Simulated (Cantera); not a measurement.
An adiabatic, constant-pressure homogeneous reactor starts with C3H8 : O2 : N2 = 1 : 2.08 : 7.83 (molar parts), equivalence ratio 2.4, at 1650 K and 5.00 bar. Integrator tolerance rtol = 1e-08.

Cantera simulation using GRI-Mech 3.0 (53 species, 325 reactions); the numbers are that mechanism's predictions, not measurements. GRI-Mech 3.0 was tuned for natural gas; its chemistry of propane as a main component is partial and can be far from experiment.

Question: What does this change do: 0.47 parts CO2 added?

Answer: 
| quantity | before | after |
|---|---|---|
| time of steepest temperature rise | 9.45 µs | 9.86 µs |
| temperature at 0.200 s | 2541 K | 2492 K |
| equilibrium temperature | 2541 K | 2492 K |
| x(C3H8) at 0.200 s | <1e-12 (gas-phase equilibrium <1e-12) | <1e-12 (gas-phase equilibrium <1e-12) |
| x(O2) at 0.200 s | 1.21e-6 (gas-phase equilibrium 1.21e-6) | 1.78e-6 (gas-phase equilibrium 1.78e-6) |
| x(CO2) at 0.200 s | 0.0103 (gas-phase equilibrium 0.0103) | 0.0175 (gas-phase equilibrium 0.0175) |
| x(NO) at 0.200 s | 4.87e-5 (gas-phase equilibrium 4.87e-5) | 5.32e-5 (gas-phase equilibrium 5.32e-5) |
| x(HCN) at 0.200 s | 1.90e-6 (gas-phase equilibrium 1.90e-6) | 1.24e-6 (gas-phase equilibrium 1.24e-6) |
| x(CH3) at 0.200 s | 8.14e-10 (gas-phase equilibrium 9.11e-10) | 4.59e-10 (gas-phase equilibrium 5.13e-10) |

Question: What does this change do: pressure from 5.00 bar to 0.270 bar?

Answer: 
```json
[
 {"quantity": "time of steepest temperature rise", "before": "9.45 µs", "after": "99.7 µs"},
 {"quantity": "temperature at 0.200 s", "before": "2541 K", "after": "2461 K"},
 {"quantity": "equilibrium temperature", "before": "2541 K", "after": "2461 K"},
 {"quantity": "x(C3H8) at 0.200 s", "before": "<1e-12 (gas-phase equilibrium <1e-12)", "after": "<1e-12 (gas-phase equilibrium <1e-12)"},
 {"quantity": "x(O2) at 0.200 s", "before": "1.21e-6 (gas-phase equilibrium 1.21e-6)", "after": "1.05e-5 (gas-phase equilibrium 1.05e-5)"},
 {"quantity": "x(CO2) at 0.200 s", "before": "0.0103 (gas-phase equilibrium 0.0103)", "after": "0.0106 (gas-phase equilibrium 0.0106)"},
 {"quantity": "x(NO) at 0.200 s", "before": "4.87e-5 (gas-phase equilibrium 4.87e-5)", "after": "0.000124 (gas-phase equilibrium 0.000124)"},
 {"quantity": "x(HCN) at 0.200 s", "before": "1.90e-6 (gas-phase equilibrium 1.90e-6)", "after": "9.98e-8 (gas-phase equilibrium 9.97e-8)"},
 {"quantity": "x(CH3) at 0.200 s", "before": "8.14e-10 (gas-phase equilibrium 9.11e-10)", "after": "9.69e-12 (gas-phase equilibrium 1.07e-11)"}
]
```
